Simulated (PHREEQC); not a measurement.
Consider water at 25 °C with 5.5 mmol/kgw AgNO3 and 16 mmol/kgw HNO3. Closed to the air; pH follows from the charge balance.

Model: ion-association model, wateq4f.dat, run in PHREEQC.

```json
{
 "pH": "1.85",
 "ionic_strength": "0.0215 mol/kgw",
 "total_alkalinity": "-16.0 meq/kg"
}
```

```tsv
species	molality	activity	log γ
NO3-	0.0215	0.0185	-0.065
H+	0.0160	0.0142	-0.052
Ag+	0.00545	0.00473	-0.062
AgNO3	4.46e-5	4.48e-5	0.002
```

This is a speciation only: nothing precipitates in the calculation. Species that the database lacks are ignored.
